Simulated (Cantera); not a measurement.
# Gas-phase reforming

A perfectly stirred reactor is fed with CH4 : H2O = 1 : 0.39 (molar parts), at 2100000 Pa; it is held at 1975 K, and followed from long to short residence time.

Model: GRI-Mech 3.0 (53 species, 325 reactions), integrated in Cantera. GRI-Mech 3.0 stops at C3 and has no aromatics, soot or wall deposition, so with more carbon than oxygen in the feed, carbon stays in small species such as C2H2 where larger ones or solid carbon would form. The pressure lies above the range GRI-Mech 3.0 was tuned for (to about 10 atm).

```tsv
τ (s)	x CH4	x H2O	x C2H4	x CO	x H2O2
0.48	0.0615	0.00269	0.00897	0.148	<1e-12
0.28	0.0619	0.00449	0.00905	0.146	<1e-12
0.16	0.0625	0.00755	0.00920	0.143	<1e-12
0.090	0.0636	0.0126	0.00944	0.139	<1e-12
0.051	0.0653	0.0202	0.00979	0.132	<1e-12
0.029	0.0677	0.0310	0.0103	0.122	<1e-12
0.017	0.0711	0.0446	0.0108	0.110	1.21e-12
0.0095	0.0762	0.0628	0.0115	0.0949	2.44e-12
0.0054	0.0833	0.0832	0.0122	0.0780	4.38e-12
0.0031	0.0931	0.104	0.0128	0.0612	7.07e-12
0.0018	0.107	0.125	0.0133	0.0458	1.04e-11
```
x: mole fraction; the columns are a selection and need not sum to one.
